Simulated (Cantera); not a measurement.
Charge: 1 mol Fe(CO)5, 0.031 mol O2, 89 mol N2, equilibrated at 1.30 mbar.

Equilibrium computed with Cantera from the NASA thermochemical tables; the gas is ideal and each condensed phase is pure. Candidate condensed phases: C, Fe, Fe(CO)5, FeO, Fe2O3, Fe3O4; 27 gas species. Equilibrium is a limit: real reactors are often held back by kinetics, nucleation or transport.

Task: At 923 K, list the 3 most abundant gas species with their mole fractions, and the condensed phases.

Result: N2 0.947, CO 0.0525, CO2 0.000660. Condensed: Fe(α).
